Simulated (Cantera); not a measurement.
An isothermal, constant-pressure homogeneous reactor starts with N₂O : N₂ = 1 : 0.89 (molar parts), at 1200 K and 29000 Pa. Integrator tolerance rtol = 1e-08.

Model: GRI-Mech 3.0 (53 species, 325 reactions), integrated in Cantera. GRI-Mech 3.0 was tuned for natural gas; its chemistry of N2O as a main component is partial and can be far from experiment. The mechanism lacks the step 2 NO + O2 → 2 NO2, which can matter for NO2 below about 1400 K. The temperature is held fixed by assumption; the heat of reaction is taken as removed at once.

Task: What does this change do: N2 0.89 to 5.5 parts?

Result: 
| quantity | before | after |
|---|---|---|
| x(N₂O) at 7.00 s | 0.141 (gas-phase equilibrium 7.43e-9) | 0.0460 (gas-phase equilibrium 5.10e-9) |
| x(N₂) at 7.00 s | 0.690 (gas-phase equilibrium 0.791) | 0.899 (gas-phase equilibrium 0.929) |
| x(NO₂) at 7.00 s | 0.000101 (gas-phase equilibrium 1.78e-6) | 3.23e-5 (gas-phase equilibrium 6.58e-7) |
| x(O₂) at 7.00 s | 0.138 (gas-phase equilibrium 0.209) | 0.0451 (gas-phase equilibrium 0.0714) |
| x(O) at 7.00 s | 1.33e-6 (gas-phase equilibrium 2.14e-8) | 1.33e-6 (gas-phase equilibrium 1.25e-8) |

Task: What does this change do: pressure from 29000 Pa to 1900 Pa?

Result: 
| quantity | before | after |
|---|---|---|
| x(N₂O) at 7.00 s | 0.141 (gas-phase equilibrium 7.43e-9) | 0.477 (gas-phase equilibrium 1.90e-9) |
| x(N₂) at 7.00 s | 0.690 (gas-phase equilibrium 0.791) | 0.500 (gas-phase equilibrium 0.791) |
| x(NO₂) at 7.00 s | 0.000101 (gas-phase equilibrium 1.78e-6) | 8.58e-7 (gas-phase equilibrium 4.55e-7) |
| x(O₂) at 7.00 s | 0.138 (gas-phase equilibrium 0.209) | 0.0183 (gas-phase equilibrium 0.209) |
| x(O) at 7.00 s | 1.33e-6 (gas-phase equilibrium 2.14e-8) | 1.83e-6 (gas-phase equilibrium 8.37e-8) |
Radical loss at walls, strong at low pressure, is not modelled.
